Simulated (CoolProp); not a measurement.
Saturation properties of benzene (Tc = 562.0 K, pc = 4.906 MPa, ω = 0.211).

Computed with CoolProp (reference Helmholtz-energy equation of state, Thol 2012).

```
T (K)  p (MPa)  liquid density (kg/m³)  enthalpy of vaporisation (kJ/kg)
-----  -------  ----------------------  --------------------------------
402.6   0.3742                   755.4                             354.6
412.1   0.4619                   743.6                             346.3
421.5   0.5631                   731.5                             337.8
430.9   0.6799                   719.1                             329.0
440.3   0.8138                   706.4                             319.8
449.8   0.9680                   693.0                             310.0
459.2    1.141                   679.2                             299.7
468.6    1.335                   664.9                             288.8
478      1.553                   649.7                             277.2
487.4    1.796                   633.7                             264.7
496.9    2.070                   616.4                             250.9
506.3    2.369                   597.8                             236.0
515.7    2.700                   577.4                             219.3
525.1    3.065                   554.3                             200.2
534.6    3.472                   527.0                             177.6
```

It boils at 353.2 K under 1 atm.
